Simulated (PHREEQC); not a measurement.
PHREEQC input (Pitzer model, pitzer.dat):

```
SOLUTION 1
  temp 75
  units mol/kgw
  pH 7 charge
  S(6) 0.0519
  K 0.096
  Mg 0.0039
END
USE solution 1
INCREMENTAL_REACTIONS false
REACTION 1
  H2O -1
  0 9.886 18.011 24.689 30.178 34.689 38.397 41.444
  43.949 46.007 47.699 49.089 50.232 51.172 51.944 52.578
  53.1 53.528 53.88 54.17 54.408 54.603 54.764 54.896
  55.005 55.094 55.168 55.228 moles
EQUILIBRIUM_PHASES 1
  Arcanite 0 0
  Brucite 0 0
  Epsomite 0 0
  Hexahydrite 0 0
  Kieserite 0 0
  Leonite 0 0
  Misenite 0 0
  Schoenite 0 0
SELECTED_OUTPUT 1
  -reset false
  -pH true
  -pe true
  -ionic_strength true
  -water true
  -activities H2O
  -totals K Mg S
  -molalities H+ K+ Mg+2 SO4-2 OH- HSO4- MgOH+
  -equilibrium_phases Arcanite Brucite Epsomite Hexahydrite Kieserite Leonite Misenite Schoenite
PRINT
  -reset false
END
```

Selected output (columns that matter, 24 of 28 rows; water left (kg) added in front):

```
water left (kg)	pH	mu	K	Mg	S	m_H+	m_K+	m_Mg+2	m_SO4-2	m_OH-	la_H2O	Arcanite
1	6.7208	0.1596	0.096	0.0039	0.0519	2.9657e-07	0.096	0.0038997	0.051898	1.5001e-06	-0.00094364	0
0.821894	6.7373	0.19418	0.1168	0.0047451	0.063147	2.9657e-07	0.1168	0.0047448	0.063145	1.589e-06	-0.0011329	0
0.675514	6.7531	0.23626	0.14211	0.0057734	0.07683	2.9773e-07	0.14211	0.005773	0.076829	1.6809e-06	-0.0013598	0
0.456313	6.7828	0.34976	0.21038	0.0085468	0.11374	3.0367e-07	0.21038	0.0085462	0.11374	1.8713e-06	-0.0019572	0
0.375043	6.7965	0.42555	0.25597	0.010399	0.13838	3.0847e-07	0.25597	0.010398	0.13838	1.9681e-06	-0.002347	0
0.30824	6.8095	0.51777	0.31145	0.012652	0.16838	3.1442e-07	0.31145	0.012652	0.16837	2.0645e-06	-0.0028138	0
0.253345	6.8218	0.62997	0.37893	0.015394	0.20486	3.2141e-07	0.37893	0.015393	0.20486	2.1592e-06	-0.0033723	0
0.208215	6.8333	0.76651	0.46106	0.018731	0.24926	3.2915e-07	0.46106	0.018729	0.24926	2.2508e-06	-0.0040408	0
0.171138	6.8441	0.93258	0.56095	0.022789	0.30326	3.3716e-07	0.56095	0.022787	0.30326	2.3378e-06	-0.0048405	0
0.115613	6.8643	1.3805	0.83036	0.033733	0.44891	3.5006e-07	0.83036	0.033731	0.44891	2.4934e-06	-0.0069474	0
0.0950203	6.8744	1.6796	1.0103	0.041044	0.5462	3.5148e-07	1.0103	0.041042	0.54619	2.5612e-06	-0.0083305	0
0.0780853	6.8851	2.0439	1.2294	0.049945	0.66466	3.4584e-07	1.2294	0.049943	0.66465	2.6241e-06	-0.010005	0
0.0641769	6.8974	2.4869	1.4959	0.06077	0.8087	3.2935e-07	1.4959	0.060766	0.8087	2.6867e-06	-0.012043	0
0.0527548	6.9128	3.0253	1.8197	0.073927	0.9838	2.9802e-07	1.8197	0.073923	0.98379	2.758e-06	-0.014548	0
0.0433504	6.9255	3.5912	2.1542	0.089965	1.1671	2.5931e-07	2.1542	0.08996	1.1671	2.8177e-06	-0.017203	0.0013062
0.0292979	6.8587	3.7851	2.1685	0.13312	1.2174	2.9085e-07	2.1685	0.13311	1.2173	2.5294e-06	-0.017543	0.016234
0.0240733	6.8216	3.9148	2.1779	0.16201	1.251	3.0858e-07	2.1779	0.162	1.2509	2.3919e-06	-0.01777	0.021785
0.0197855	6.7822	4.0723	2.1892	0.19711	1.2917	3.2722e-07	2.1892	0.19711	1.2917	2.2618e-06	-0.018045	0.026343
0.0162724	6.7405	4.2627	2.2027	0.23967	1.341	3.4621e-07	2.2027	0.23966	1.341	2.1408e-06	-0.018379	0.030078
0.0133718	6.6964	4.4949	2.2188	0.29166	1.4011	3.6498e-07	2.2188	0.29165	1.4011	2.0292e-06	-0.018786	0.033165
0.0109937	6.6499	4.7757	2.2378	0.35475	1.4737	3.8236e-07	2.2378	0.35474	1.4736	1.9284e-06	-0.019279	0.035699
0.00742653	6.5486	5.5293	2.2859	0.52514	1.6681	4.0711e-07	2.2859	0.52513	1.6681	1.7596e-06	-0.020618	0.039512
0.00609334	6.4925	6.0338	2.3158	0.64004	1.7979	4.1046e-07	2.3158	0.64003	1.7979	1.6908e-06	-0.021534	0.040945
0.00501238	6.4329	6.6365	2.3495	0.77807	1.9528	4.0451e-07	2.3495	0.77806	1.9528	1.6331e-06	-0.022661	0.042112
```

Complexes and solids missing from the database can't appear. Away from 25 °C the constants follow the database's enthalpies or fits; those with neither stay at their 25 °C values.
